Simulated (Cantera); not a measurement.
A perfectly stirred reactor is fed with N₂O : N₂ = 1 : 0.18 (molar parts), at 0.133 bar; it is held at 1500 K, and followed from long to short residence time.

Model: GRI-Mech 3.0 (53 species, 325 reactions), integrated in Cantera. GRI-Mech 3.0 was tuned for natural gas; its chemistry of N2O as a main component is partial and can be far from experiment. The temperature is held fixed by assumption; the heat of reaction is taken as removed at once.

Task: What does this change do: pressure from 0.133 bar to 0.720 bar?

Result: 
```tsv
quantity	before	after
x(N₂O) at τ = 22.0 s	0.00527	0.00125
x(NO₂) at τ = 22.0 s	9.47e-5	0.000124
x(O₂) at τ = 22.0 s	0.258	0.285
x(NO) at τ = 22.0 s	0.0749	0.0244
x(N₂) at τ = 22.0 s	0.661	0.689
x(N₂O) at τ = 62.0 ms	0.510	0.210
x(NO₂) at τ = 62.0 ms	5.12e-5	0.000443
x(O₂) at τ = 62.0 ms	0.0893	0.177
x(NO) at τ = 62.0 ms	0.0583	0.0941
x(N₂) at τ = 62.0 ms	0.342	0.519
```

Task: What does this change do: temperature 1500 to 1000 K?

Result: 
| quantity | before | after |
|---|---|---|
| x(N₂O) at τ = 22.0 s | 0.00527 | 0.826 |
| x(NO₂) at τ = 22.0 s | 9.47e-5 | 1.21e-6 |
| x(O₂) at τ = 22.0 s | 0.258 | 0.00737 |
| x(NO) at τ = 22.0 s | 0.0749 | 0.000612 |
| x(N₂) at τ = 22.0 s | 0.661 | 0.166 |
| x(N₂O) at τ = 62.0 ms | 0.510 | 0.847 |
| x(NO₂) at τ = 62.0 ms | 5.12e-5 | 7.22e-11 |
| x(O₂) at τ = 62.0 ms | 0.0893 | 2.13e-5 |
| x(NO) at τ = 62.0 ms | 0.0583 | 1.77e-6 |
| x(N₂) at τ = 62.0 ms | 0.342 | 0.153 |
The mechanism lacks the step 2 NO + O2 → 2 NO2, which can matter for NO2 below about 1400 K.
